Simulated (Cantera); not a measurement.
A closed system holds: 1 mol C, 0.96 mol CO2, 89 mol H2, held at 2850 K and 10500 Torr.

Equilibrium computed with Cantera from the NASA thermochemical tables; the gas is ideal and each condensed phase is pure. Candidate condensed phases: C, C6H6, C7H8, C8H18, H2O; 110 gas species. Equilibrium is a limit: real reactors are often held back by kinetics, nucleation or transport.

Base state: H2 0.953, H 0.0254, CO 0.0208, C2H2 (acetylene) 0.000179, CH4 8.12e-5, H2O 4.60e-5, CH3 3.56e-5 (mole fractions); condensed: gas only.

### Question
What changes in the equilibrium state with this change: temperature from 2850 K to 2250 K?

### Answer
```csv
species,before,after
H2,0.953,0.976
CO,0.0208,0.0210
H,0.0254,0.00196
CH4,8.12e-5,0.000415
C2H2 (acetylene),0.000179,5.64e-5
H2O,4.60e-5,0.000106
```
